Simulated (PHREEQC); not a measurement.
**Reverse-osmosis permeate**

Synthetic water in mg/L, 30 °C, pH 6.13, pe 8.1: Na 5.63; K 1.66; Ca 3.13; Mg 1.64; Cl 9.2; S(6) as SO4 21.2; Alkalinity as HCO3 11.3; Li 0.0164; B 0.0207; O(0) (dissolved oxygen) 0.345.

Valence states are taken as typed.

Equilibrium calculation in PHREEQC: ion-association model, phreeqc.dat.

No solid was allowed to form.

### Question
Predict the specific conductance, charge-balance error.

### Answer
specific conductance 101 µS/cm; charge-balance error -21.1 %.

### Question
In which forms is S present?

### Answer
SO4-2 98 %, MgSO4 1.2 %, CaSO4 1.0 % of the S.
